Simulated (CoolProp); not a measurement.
Isohexane along the isotherm 511.6 K: Z from the reference equation and from simpler models built on Tc = 497.7 K, pc = 3.043 MPa, ω = 0.280; each cubic takes its own stable root.

Values from CoolProp's reference Helmholtz-energy equation of state, Lemmon 2006. It is a short technical equation, of lower accuracy than the large ones.

```json
[
 {"p (MPa)": "1.01", "phase": "gas", "reference": "0.8866"},
 {"p (MPa)": "2.03", "phase": "gas", "reference": "0.7445"},
 {"p (MPa)": "3.04", "phase": "gas", "reference": "0.5440"},
 {"p (MPa)": "4.06", "phase": "supercritical", "reference": "0.2645"},
 {"p (MPa)": "5.07", "phase": "supercritical", "reference": "0.2815"},
 {"p (MPa)": "6.09", "phase": "supercritical", "reference": "0.3167"},
 {"p (MPa)": "7.1", "phase": "supercritical", "reference": "0.3543"},
 {"p (MPa)": "8.11", "phase": "supercritical", "reference": "0.3926"},
 {"p (MPa)": "9.13", "phase": "supercritical", "reference": "0.4313"},
 {"p (MPa)": "10.1", "phase": "supercritical", "reference": "0.4680"},
 {"p (MPa)": "11.2", "phase": "supercritical", "reference": "0.5094"},
 {"p (MPa)": "12.2", "phase": "supercritical", "reference": "0.5467"},
 {"p (MPa)": "13.2", "phase": "supercritical", "reference": "0.5837"},
 {"p (MPa)": "14.2", "phase": "supercritical", "reference": "0.6205"},
 {"p (MPa)": "15.2", "phase": "supercritical", "reference": "0.6570"}
]
```

Problem. How far does each simpler model (van der Waals, Redlich-Kwong, Soave-Redlich-Kwong, Peng-Robinson) lie from the reference over these 15 states: mean and median of the absolute difference, and the worst?

Solution. 
- van der Waals: mean 29.5 %, median 36.3 %, worst +37.2 % at 511.6 K and 6.09 MPa
- Redlich-Kwong: mean 9.5 %, median 9.7 %, worst +16.8 % at 511.6 K and 5.07 MPa
- Soave-Redlich-Kwong: mean 11.2 %, median 10.6 %, worst +23.4 % at 511.6 K and 4.06 MPa
- Peng-Robinson: mean 3.2 %, median 1.6 %, worst +13.6 % at 511.6 K and 4.06 MPa
